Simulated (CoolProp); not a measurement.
Properties of dodecamethylcyclohexasiloxane (D6) along the isotherm 620 K (Tc = 645.8 K, pc = 0.9614 MPa, ω = 0.736).

Values from CoolProp's reference Helmholtz-energy equation of state, Colonna 2008. It is a short technical equation, of lower accuracy than the large ones.

```json
[
 {"p (MPa)": "0.0961", "phase": "gas", "density (kg/m³)": "8.722", "cv (kJ/(kg K))": "1.940", "isothermal compressibility (1/MPa)": "10.95", "fugacity coefficient": "0.9526"},
 {"p (MPa)": "0.192", "phase": "gas", "density (kg/m³)": "18.42", "cv (kJ/(kg K))": "1.941", "isothermal compressibility (1/MPa)": "5.815", "fugacity coefficient": "0.9066"},
 {"p (MPa)": "0.288", "phase": "gas", "density (kg/m³)": "29.38", "cv (kJ/(kg K))": "1.944", "isothermal compressibility (1/MPa)": "4.156", "fugacity coefficient": "0.8618"},
 {"p (MPa)": "0.385", "phase": "gas", "density (kg/m³)": "42.19", "cv (kJ/(kg K))": "1.947", "isothermal compressibility (1/MPa)": "3.392", "fugacity coefficient": "0.8176"},
 {"p (MPa)": "0.481", "phase": "gas", "density (kg/m³)": "57.32", "cv (kJ/(kg K))": "1.951", "isothermal compressibility (1/MPa)": "3.047", "fugacity coefficient": "0.7746"},
 {"p (MPa)": "0.577", "phase": "gas", "density (kg/m³)": "76.50", "cv (kJ/(kg K))": "1.958", "isothermal compressibility (1/MPa)": "3.031", "fugacity coefficient": "0.7321"},
 {"p (MPa)": "0.673", "phase": "liquid", "density (kg/m³)": "497.0", "cv (kJ/(kg K))": "1.979", "isothermal compressibility (1/MPa)": "0.1837", "fugacity coefficient": "0.6789"},
 {"p (MPa)": "0.769", "phase": "liquid", "density (kg/m³)": "505.0", "cv (kJ/(kg K))": "1.979", "isothermal compressibility (1/MPa)": "0.1539", "fugacity coefficient": "0.6041"},
 {"p (MPa)": "0.865", "phase": "liquid", "density (kg/m³)": "512.0", "cv (kJ/(kg K))": "1.978", "isothermal compressibility (1/MPa)": "0.1333", "fugacity coefficient": "0.5458"},
 {"p (MPa)": "0.961", "phase": "liquid", "density (kg/m³)": "518.2", "cv (kJ/(kg K))": "1.978", "isothermal compressibility (1/MPa)": "0.1181", "fugacity coefficient": "0.4993"},
 {"p (MPa)": "1.06", "phase": "liquid", "density (kg/m³)": "524.0", "cv (kJ/(kg K))": "1.978", "isothermal compressibility (1/MPa)": "0.1059", "fugacity coefficient": "0.4601"},
 {"p (MPa)": "1.15", "phase": "liquid", "density (kg/m³)": "528.8", "cv (kJ/(kg K))": "1.978", "isothermal compressibility (1/MPa)": "0.09706", "fugacity coefficient": "0.4304"},
 {"p (MPa)": "1.25", "phase": "liquid", "density (kg/m³)": "533.7", "cv (kJ/(kg K))": "1.978", "isothermal compressibility (1/MPa)": "0.08894", "fugacity coefficient": "0.4025"},
 {"p (MPa)": "1.35", "phase": "liquid", "density (kg/m³)": "538.3", "cv (kJ/(kg K))": "1.978", "isothermal compressibility (1/MPa)": "0.08218", "fugacity coefficient": "0.3787"},
 {"p (MPa)": "1.44", "phase": "liquid", "density (kg/m³)": "542.2", "cv (kJ/(kg K))": "1.978", "isothermal compressibility (1/MPa)": "0.07698", "fugacity coefficient": "0.3602"}
]
```
